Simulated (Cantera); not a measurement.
**Equilibrium for silicon nitride deposition: SiH4 + N2 + H2**

Feed: 1 mol SiH4, 3.1 mol N2, 3.1 mol H2, at 17000 Pa.

Cantera equilibrium calculation (NASA polynomials, part measured and part estimated; ideal gas, pure solids and liquids). Candidate condensed phases: Si, Si3N4; 18 gas species. N2 is the only nitrogen source here; it is nearly inert below about 1500 K, so the nitride shown seldom forms there in practice. The tables' values for SiN are old estimates; treat these amounts as uncertain. Gases not in the tables: Si2H6 and higher silanes. Rates play no part.

```tsv
T (K)	x H2	x N2	x H	x Si	x NH3	x SiH	n Si3N4(s)	n Si(l)
850	0.677	0.323	4.09e-11	<1e-12	9.99e-5	<1e-12	0.333	0
1050	0.677	0.323	1.62e-8	<1e-12	2.28e-5	<1e-12	0.333	0
1250	0.677	0.323	9.65e-7	<1e-12	8.22e-6	<1e-12	0.333	0
1450	0.677	0.323	1.89e-5	8.32e-11	3.90e-6	1.12e-10	0.333	0
1650	0.677	0.323	0.000181	8.51e-8	2.21e-6	5.28e-8	0.333	0
1850	0.676	0.323	0.00107	1.90e-5	1.42e-6	6.39e-6	0.333	0
2050	0.618	0.377	0.00433	0.000455	9.39e-7	8.92e-5	0	0.994
```
x: gas mole fraction; n: condensed amount in mol.

From 850 K to 1850 K the condensed part is Si3N4(s). At 2050 K the condensed part is Si(l).
